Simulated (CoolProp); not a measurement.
Vapour-liquid equilibrium of R125 (1) + fluoroethane (R161) (2) at 31.3 kPa; x and y are mole fractions of (1).

Computed with CoolProp (multi-fluid Helmholtz-energy mixture model, Lemmon 2005 and Wu 2012; pair parameters Bell 2016).

```tsv
x	bubble temperature (K)	y at the bubble point	dew temperature at overall composition x (K)	liquid density (mol/L)
0.05	212.4	0.074	212.6	17.40
0.125	211.7	0.189	212.1	17.00
0.2	210.8	0.304	211.6	16.63
0.275	209.8	0.410	211.0	16.26
0.35	208.9	0.505	210.4	15.91
0.425	207.9	0.588	209.7	15.56
0.5	207.1	0.659	208.9	15.23
0.575	206.4	0.720	208.1	14.90
0.65	205.7	0.774	207.2	14.58
0.725	205.2	0.822	206.3	14.28
0.8	204.7	0.868	205.4	13.98
0.875	204.3	0.913	204.6	13.69
0.95	204.0	0.963	204.0	13.41
```

No azeotrope shows between x = 0.05 and 0.95.

The pair parameters rest on a limited set of measurements; away from them the model extrapolates. The gap from Raoult's law changes sign with composition, which may be real or a fault of the pair parameters; it wasn't checked against measurements.
